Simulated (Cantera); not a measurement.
**Low-pressure radical oxidation in H2/O2**

An isothermal, constant-pressure homogeneous reactor starts with H₂ : O₂ : N₂ = 0.44 : 1 : 0.21 (molar parts), equivalence ratio 0.22, at 975 K and 1300 Pa.

Cantera simulation using the H2/O2 subset of GRI-Mech 3.0, which has no nitrogen chemistry; the numbers are that mechanism's predictions, not measurements. Radical loss at walls, strong at low pressure, is not modelled. The temperature is held fixed by assumption; the heat of reaction is taken as removed at once.

```
t (s)         x H₂   x O₂    x H₂O      x OH       x H
--------  --------  -----  -------  --------  --------
0.000700     0.267  0.606  2.59e-9  2.63e-10   2.35e-9
0.00206      0.267  0.606  1.22e-6   1.03e-7   9.09e-7
0.00606     0.0340  0.511    0.184   0.00564     0.105
0.0178     0.00359  0.540    0.297   0.00198   0.00593
0.0524    0.000253  0.545    0.307  0.000362   5.94e-5
0.154      2.37e-5  0.545    0.308  0.000112   1.73e-6
0.454      2.59e-6  0.545    0.308   4.44e-5   1.03e-7
1.34       3.87e-7  0.545    0.308   2.05e-5   1.00e-8
3.93       8.49e-8  0.545    0.308   1.05e-5   1.34e-9
11.6       2.30e-8  0.545    0.308   5.69e-6  2.13e-10
34.0       6.86e-9  0.545    0.308   3.17e-6  3.69e-11
100        2.16e-9  0.545    0.308   1.80e-6  6.74e-12
```
x: mole fraction; the columns are a selection and need not sum to one.

Equilibrium at this temperature and pressure: H₂ 1.50e-10, O₂ 0.545, H₂O 0.308, OH 4.61e-7, H <1e-12 (gas phase only).
